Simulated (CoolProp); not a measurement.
Vapour pressure (MPa) of octamethyltrisiloxane (MDM): the reference equation beside estimates from Tc = 565.4 K, pc = 1.438 MPa, ω = 0.528.

Computed with CoolProp (reference Helmholtz-energy equation of state, Thol 2017).

| T (K) | reference | Lee-Kesler | van der Waals | Redlich-Kwong |
|---|---|---|---|---|
| 321.8 | 0.002034 | 0.002087 | 0.09149 | ___ |
| 334 | 0.003803 | 0.003855 | ___ | 0.02497 |
| 346.2 | 0.006718 | 0.006752 | ___ | 0.03634 |
| 358.4 | 0.01129 | 0.01128 | 0.1703 | 0.05128 |
| 370.5 | ___ | 0.01801 | 0.2041 | 0.07021 |
| 382.7 | 0.02799 | 0.02779 | 0.2423 | 0.09410 |
| 394.9 | 0.04185 | ___ | 0.2850 | 0.1234 |
| 407.1 | 0.06067 | 0.06010 | 0.3324 | 0.1589 |
| 419.3 | 0.08559 | 0.08476 | 0.3845 | 0.2010 |
| 431.5 | 0.1178 | 0.1167 | 0.4417 | 0.2505 |
| 443.6 | 0.1584 | 0.1568 | 0.5035 | 0.3075 |
| 455.8 | 0.2093 | 0.2073 | ___ | 0.3734 |
| 468 | 0.2719 | ___ | 0.6442 | 0.4485 |
| 480.2 | 0.3477 | 0.3447 | 0.7228 | 0.5333 |
| 492.4 | 0.4385 | ___ | 0.8072 | 0.6283 |

Task: What belongs in the gaps?

Result: 
- 321.8, Redlich-Kwong: 0.01655
- 334, van der Waals: 0.1141
- 346.2, van der Waals: 0.1403
- 370.5, reference: 0.01809
- 394.9, Lee-Kesler: 0.04149
- 455.8, van der Waals: 0.5711
- 468, Lee-Kesler: 0.2694
- 492.4, Lee-Kesler: 0.4352

Absolute difference from the reference over all 15 rows, mean and median: Lee-Kesler 0.9 and 0.9 %, van der Waals 990.8 and 447.9 %, Redlich-Kwong 235.2 and 161.9 %.
